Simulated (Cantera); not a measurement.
# Carbon deposition, reforming and gasification: C2H6 + O2

A closed system holds: 1 mol C2H6, 1.2 mol O2, held at 0.000980 bar.

Method: chemical equilibrium by Gibbs-energy minimisation in Cantera with the NASA 1993 tables (ideal gas, pure condensed phases). Candidate condensed phases: C, C6H6, C7H8, C8H18, H2O; 110 gas species. The numbers say what is thermodynamically allowed, not how fast it happens.

From 1675 °C to 2125 °C nothing is condensed. The main C-bearing gas is CO throughout.

```csv
T (°C),x H2,x CO,x H,x H2O,x CO2,x OH,x O
1675,0.512,0.383,0.0258,0.0672,0.0115,0.000307,1.15e-5
1725,0.504,0.382,0.0364,0.0669,0.0111,0.000481,2.54e-5
1775,0.493,0.379,0.0502,0.0664,0.0107,0.000737,5.42e-5
1825,0.479,0.376,0.0680,0.0656,0.0104,0.00111,0.000112
1875,0.462,0.371,0.0905,0.0643,0.0101,0.00162,0.000224
1925,0.441,0.366,0.118,0.0625,0.00983,0.00233,0.000435
1975,0.416,0.359,0.151,0.0600,0.00953,0.00327,0.000822
2025,0.387,0.351,0.190,0.0567,0.00920,0.00449,0.00151
2075,0.354,0.342,0.235,0.0524,0.00880,0.00597,0.00268
2125,0.317,0.332,0.284,0.0468,0.00829,0.00767,0.00459
```
x: gas mole fraction; nothing condenses.
